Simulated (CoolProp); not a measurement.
Properties of ethanol at several states (Tc = 514.7 K, pc = 62.68 bar, ω = 0.644).

Computed with CoolProp (reference Helmholtz-energy equation of state, Schroeder 2014).

| T (K) | p (bar) | phase | cp (kJ/(kg K)) | expansivity (1/kK) | viscosity (µPa s) | Prandtl number | fugacity coefficient |
|---|---|---|---|---|---|---|---|
| 557.5 | 11.8 | gas | 2.382 | 2.161 | 16.5 | 0.831 | 0.9622 |
| 291.3 | 0.109 | liquid | 2.382 | 1.080 | 1240 | 17.9 | 0.4801 |
| 237 | 309 | liquid | 2.058 | 0.9023 | 5070 | 53.9 | 6.169e-6 |
| 297.6 | 129 | liquid | 2.415 | 1.008 | 1180 | 16.8 | 0.0007977 |
| 360.1 | 175 | liquid | 2.951 | 1.189 | 448 | 8.14 | 0.01108 |
| 334.2 | 7.46 | liquid | 2.752 | 1.227 | 578 | 10.1 | 0.06536 |

Viscosity comes from a separate model (Kiselev 2005). Thermal conductivity comes from a separate model (Assael 2013).
